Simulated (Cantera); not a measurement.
What does this Cantera script print?

```python
import numpy as np
import cantera as ct

gas = ct.Solution("gri30.yaml")
gas.TPX = 450, 14000, {'CH4': 1, 'O2': 1.82, 'N2': 6.91}
flame = ct.FreeFlame(gas, width=0.16)
flame.set_refine_criteria(ratio=3, slope=0.08, curve=0.16)
flame.transport_model = "mixture-averaged"
flame.solve(loglevel=0, auto=True)
z, T = flame.grid, flame.T
thick = (T[-1] - T[0]) / np.gradient(T, z).max()
show = ['CH4', 'O2', 'H', 'HO2', 'C2H6', 'HCO']
print(f"laminar burning velocity  {flame.velocity[0] * 100:.3f} cm/s")
print(f"burnt temperature         {T[-1]:.1f} K")
print(f"thermal thickness         {thick * 1e3:.4f} mm")
print(f"grid points               {len(z)}")
z0 = z[flame.heat_release_rate.argmax()]
print(f"{'z/mm':>9s}{'T/K':>9s}{'u/(m/s)':>9s}" + "".join(f"{s:>11s}" for s in show))
rows = []
for k in (-3, -2, -1.5, -1, -0.5, -0.25, 0, 0.25, 0.5, 1, 2, 4, 8):
    zz = z0 + k * thick
    rows.append([k * thick, np.interp(zz, z, T), np.interp(zz, z, flame.velocity),
                 *(np.interp(zz, z, flame.X[gas.species_index(s)]) for s in show)])
    print(f"{rows[-1][0] * 1e3:9.3f}{rows[-1][1]:9.1f}{rows[-1][2]:9.3f}" + "".join(f"{x:11.3e}" for x in rows[-1][3:]))
```

Result:

```
laminar burning velocity  110.655 cm/s
burnt temperature         2232.7 K
thermal thickness         2.0395 mm
grid points               156
     z/mm      T/K  u/(m/s)        CH4         O2          H        HO2       C2H6        HCO
   -6.119    450.0    1.107  1.027e-01  1.869e-01  2.218e-12  3.987e-08  2.498e-09  1.714e-18
   -4.079    450.5    1.110  1.025e-01  1.866e-01  2.586e-09  1.096e-06  1.338e-07  7.210e-15
   -3.059    453.9    1.122  1.019e-01  1.859e-01  1.638e-07  8.195e-06  1.814e-06  2.993e-12
   -2.040    502.2    1.251  9.839e-02  1.821e-01  1.637e-05  4.908e-05  5.868e-05  2.560e-09
   -1.020    905.5    2.301  7.164e-02  1.513e-01  5.707e-04  4.744e-05  1.010e-03  1.094e-06
   -0.510   1326.9    3.421  3.899e-02  1.090e-01  2.033e-03  1.166e-04  9.247e-04  2.772e-05
    0.000   1703.3    4.438  1.006e-02  6.097e-02  6.021e-03  8.497e-05  8.046e-05  9.123e-05
    0.510   1859.5    4.857  1.021e-03  3.204e-02  1.107e-02  1.137e-05  6.135e-07  3.563e-05
    1.020   1892.6    4.933  5.570e-05  2.082e-02  1.423e-02  1.546e-06  1.297e-09  3.057e-06
    2.040   1911.8    4.961  1.575e-07  1.533e-02  1.614e-02  8.690e-07  1.646e-14  3.400e-08
    4.079   1931.4    4.995  1.011e-11  1.361e-02  1.614e-02  7.689e-07  4.055e-21  2.074e-08
    8.158   1957.5    5.052  3.035e-15  1.272e-02  1.482e-02  7.044e-07  3.620e-25  1.825e-08
   16.316   1997.8    5.140  5.456e-17  1.154e-02  1.259e-02  6.217e-07 -8.847e-31  1.503e-08
```

Model: GRI-Mech 3.0 (53 species, 325 reactions), integrated in Cantera. Burning velocities carry a grid error of a few per cent, more on coarse grids.
